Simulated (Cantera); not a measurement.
A perfectly stirred reactor is fed with 37.0 % C₂H₆, 63.0 % N₂, at 13300 Pa; it is held at 1748 K, and followed from long to short residence time.

Model: GRI-Mech 3.0 (53 species, 325 reactions), integrated in Cantera. GRI-Mech 3.0 stops at C3 and has no aromatics, soot or wall deposition, so with more carbon than oxygen in the feed, carbon stays in small species such as C2H2 where larger ones or solid carbon would form.

Predict: x(C₂H₆) at τ = 9.40 s; x(HCN) at τ = 9.40 s; x(CH₄) at τ = 9.40 s; x(C₂H) at τ = 9.40 s; x(C₂H₂) at τ = 9.40 s; x(C₂H₆) at τ = 22.0 ms; x(HCN) at τ = 22.0 ms; x(CH₄) at τ = 22.0 ms; x(C₂H) at τ = 22.0 ms; x(C₂H₂) at τ = 22.0 ms.

x(C₂H₆) at τ = 9.40 s: 2.32e-6
x(HCN) at τ = 9.40 s: 2.44e-5
x(CH₄) at τ = 9.40 s: 0.00700
x(C₂H) at τ = 9.40 s: 1.52e-6
x(C₂H₂) at τ = 9.40 s: 0.210
x(C₂H₆) at τ = 22.0 ms: 0.000646
x(HCN) at τ = 22.0 ms: 3.04e-6
x(CH₄) at τ = 22.0 ms: 0.0581
x(C₂H) at τ = 22.0 ms: 2.99e-6
x(C₂H₂) at τ = 22.0 ms: 0.192
